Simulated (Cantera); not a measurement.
**Hydrocarbon pyrolysis for carbon deposition**

An isothermal, constant-pressure homogeneous reactor starts with 0.621 % C₂H₆, 99.4 % N₂, at 1998 K and 760 Torr.

Computed with Cantera and GRI-Mech 3.0 (53 species, 325 reactions). GRI-Mech 3.0 stops at C3 and has no aromatics, soot or wall deposition, so with more carbon than oxygen in the feed, carbon stays in small species such as C2H2 where larger ones or solid carbon would form.

| t (s) | x C₂H₆ | x C₂H | x HCN | x CH₂ | x CH₃ | x CH₄ |
|---|---|---|---|---|---|---|
| 2.00e-5 | 6.21e-5 | 6.93e-6 | 5.57e-5 | 5.04e-5 | 0.00214 | 0.000906 |
| 6.91e-5 | 3.08e-6 | 3.88e-6 | 0.000102 | 1.42e-5 | 0.000527 | 0.000806 |
| 0.000239 | 5.45e-7 | 2.01e-6 | 0.000121 | 3.97e-6 | 0.000212 | 0.000613 |
| 0.000825 | 1.47e-7 | 1.47e-6 | 0.000134 | 1.63e-6 | 0.000108 | 0.000421 |
| 0.00285 | 3.43e-8 | 1.48e-6 | 0.000151 | 8.40e-7 | 5.24e-5 | 0.000201 |
| 0.00985 | 3.32e-9 | 1.56e-6 | 0.000179 | 2.85e-7 | 1.64e-5 | 5.99e-5 |
| 0.0340 | 1.15e-10 | 1.60e-6 | 0.000205 | 5.52e-8 | 3.05e-6 | 1.09e-5 |
| 0.118 | 1.77e-12 | 1.62e-6 | 0.000215 | 6.06e-9 | 3.23e-7 | 1.13e-6 |
| 0.406 | <1e-12 | 1.63e-6 | 0.000217 | 3.01e-9 | 1.60e-7 | 5.58e-7 |
| 1.40 | <1e-12 | 1.62e-6 | 0.000222 | 2.49e-9 | 1.33e-7 | 4.63e-7 |
| 4.85 | <1e-12 | 1.62e-6 | 0.000240 | 2.56e-9 | 1.36e-7 | 4.76e-7 |
| 16.8 | <1e-12 | 1.61e-6 | 0.000299 | 2.80e-9 | 1.49e-7 | 5.20e-7 |
| 57.9 | <1e-12 | 1.59e-6 | 0.000495 | 3.40e-9 | 1.81e-7 | 6.31e-7 |
| 200 | 1.14e-12 | 1.51e-6 | 0.00108 | 4.43e-9 | 2.36e-7 | 8.23e-7 |
x: mole fraction; the columns are a selection and need not sum to one.

Equilibrium at this temperature and pressure: C₂H₆ <1e-12, C₂H 8.01e-8, HCN 0.0117, CH₂ 1.95e-9, CH₃ 1.04e-7, CH₄ 3.62e-7 (gas phase only).
